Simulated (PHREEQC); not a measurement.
0.03 g of hydrous ferric oxide (600 m²/g; 0.2 weak and 0.005 strong sites per Fe, Dzombak-Morel constants, diffuse double layer) in 1 kg of water with 0.005 mol/kgw of an inert sodium salt and 0.00012 mmol/kgw MgCl2, at 25 °C; the pH is set by adding NaOH or the inert anion's acid. O2 is buffered at 0.21 atm. CO2 from the air is kept out. Precipitation was switched off in this run.

The series has 17 steps of pH, from 3 to 11.

The numbers come from PHREEQC with the ion-association model, wateq4f.dat.

Problem. Near which pH is half of the Mg sorbed, and on which side is more sorbed?

Solution. Near pH 8.6, with more sorbed at higher pH.

The oxide is taken as insoluble; below pH 4 it would dissolve.
